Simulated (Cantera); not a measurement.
## Reactions in the system H-Pb-S

Cantera with NASA thermochemical tables; ideal gases at 1 bar, condensed phases pure. Values are per mole of reaction as written; species without (g) are pure solids or liquids, kept so even where they would boil at 1 bar.

H2S(g) + Pb ⇌ 2 H(g) + PbS(g)

```tsv
T (K)	ΔH° (kJ)	ΔS° (J/K)	ΔG° (kJ)	log10 K	condensed phases
525	591.5	218.3	476.9	-47.44	Pb(s)
575	592.0	219.3	465.9	-42.32	Pb(s)
625	587.7	212.1	455.1	-38.04	Pb(l)
675	588.1	212.7	444.5	-34.40	Pb(l)
725	588.5	213.2	433.9	-31.26	Pb(l)
775	588.8	213.7	423.2	-28.52	Pb(l)
825	589.1	214.1	412.5	-26.12	Pb(l)
875	589.4	214.4	401.8	-23.98	Pb(l)
925	589.7	214.7	391.0	-22.08	Pb(l)
975	589.9	215.0	380.3	-20.37	Pb(l)
```
